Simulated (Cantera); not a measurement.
## Gas-phase reforming

A perfectly stirred reactor is fed with CH4 : CO2 = 1 : 1 (molar parts), at 5.50 bar; it is held at 1875 K, and followed from long to short residence time.

Detailed kinetics in Cantera: GRI-Mech 3.0 (53 species, 325 reactions).

| τ (s) | x CH4 | x CO2 | x OH | x HCO | x CH2 | x C2H |
|---|---|---|---|---|---|---|
| 6.3 | 0.00595 | 0.00410 | 5.17e-7 | 2.52e-7 | 2.48e-8 | 3.36e-8 |
| 2.2 | 0.00825 | 0.00680 | 8.54e-7 | 2.45e-7 | 3.72e-8 | 5.91e-8 |
| 0.79 | 0.0115 | 0.0111 | 1.38e-6 | 2.34e-7 | 5.80e-8 | 1.00e-7 |
| 0.28 | 0.0162 | 0.0180 | 2.21e-6 | 2.17e-7 | 9.67e-8 | 1.67e-7 |
| 0.098 | 0.0232 | 0.0291 | 3.44e-6 | 1.94e-7 | 1.70e-7 | 2.68e-7 |
| 0.035 | 0.0334 | 0.0462 | 5.06e-6 | 1.67e-7 | 2.95e-7 | 4.07e-7 |
| 0.012 | 0.0501 | 0.0755 | 6.85e-6 | 1.38e-7 | 4.95e-7 | 5.73e-7 |
| 0.0043 | 0.0776 | 0.124 | 7.74e-6 | 1.16e-7 | 7.12e-7 | 6.91e-7 |
x: mole fraction; the columns are a selection and need not sum to one.
